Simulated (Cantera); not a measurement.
# NO annealing gas

An isothermal, constant-pressure homogeneous reactor starts with NO : N2 : H2O = 1 : 0.57 : 0.0042 (molar parts), at 1550 K and 101000 Pa.

Detailed kinetics in Cantera: GRI-Mech 3.0 (53 species, 325 reactions).

```tsv
t (s)	x NO	x O	x NO2	x O2	x N2	x N2O
0.000500	0.635	5.66e-8	3.44e-6	3.31e-9	0.362	3.46e-6
0.00149	0.635	6.74e-8	1.06e-5	2.33e-8	0.362	1.00e-5
0.00442	0.635	1.01e-7	3.32e-5	2.53e-7	0.362	2.78e-5
0.0131	0.635	2.01e-7	0.000107	4.09e-6	0.362	6.75e-5
0.0390	0.635	4.14e-7	0.000286	6.96e-5	0.362	0.000120
0.116	0.633	5.40e-7	0.000398	0.000543	0.363	0.000139
0.345	0.630	6.29e-7	0.000469	0.00210	0.364	0.000137
1.02	0.621	8.28e-7	0.000623	0.00667	0.369	0.000133
3.05	0.594	1.22e-6	0.000900	0.0196	0.382	0.000122
9.05	0.528	1.87e-6	0.00125	0.0526	0.416	9.52e-5
26.9	0.395	2.74e-6	0.00139	0.119	0.482	5.30e-5
80.0	0.224	3.56e-6	0.00103	0.205	0.568	1.69e-5
```
x: mole fraction; the columns are a selection and need not sum to one.

Equilibrium at this temperature and pressure: NO 0.00178, O 4.40e-6, NO2 1.01e-5, O2 0.317, N2 0.679, N2O 1.00e-7 (gas phase only).
